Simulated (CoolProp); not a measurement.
A closed Brayton cycle with carbon dioxide: compressor inlet 332.15 K and 9.5 MPa, high pressure 31.9 MPa, turbine inlet 640 K, compressor efficiency 0.85, turbine efficiency 0.85, recuperator effectiveness 0.95 (on enthalpy, no pinch check). Each further row changes one setting.

The numbers come from the reference Helmholtz-energy equation of state, Span 1996 in CoolProp.

```json
[
 {"case": "as stated", "thermal efficiency (%)": "20.5", "net work (kJ/kg)": "40.8", "compressor to turbine work": "0.62", "compressor exit (K)": "431.4", "turbine exit (K)": "519.3"},
 {"case": "turbine inlet 590 K", "thermal efficiency (%)": "15.6", "net work (kJ/kg)": "28.8", "compressor to turbine work": "___", "compressor exit (K)": "431.4", "turbine exit (K)": "473.5"},
 {"case": "compressor inlet 342.15 K", "thermal efficiency (%)": "17.3", "net work (kJ/kg)": "32.7", "compressor to turbine work": "0.69", "compressor exit (K)": "___", "turbine exit (K)": "519.3"},
 {"case": "high pressure 27.1 MPa", "thermal efficiency (%)": "___", "net work (kJ/kg)": "39.7", "compressor to turbine work": "0.58", "compressor exit (K)": "___", "turbine exit (K)": "535.1"},
 {"case": "recuperator effectiveness 0.5", "thermal efficiency (%)": "16.6", "net work (kJ/kg)": "40.8", "compressor to turbine work": "0.62", "compressor exit (K)": "431.4", "turbine exit (K)": "519.3"}
]
```

Q: Fill in the missing entries.

A: 
- turbine inlet 590 K, compressor to turbine work: 0.70
- compressor inlet 342.15 K, compressor exit (K): 450.4
- high pressure 27.1 MPa, thermal efficiency (%): 21.7
- high pressure 27.1 MPa, compressor exit (K): 417.6
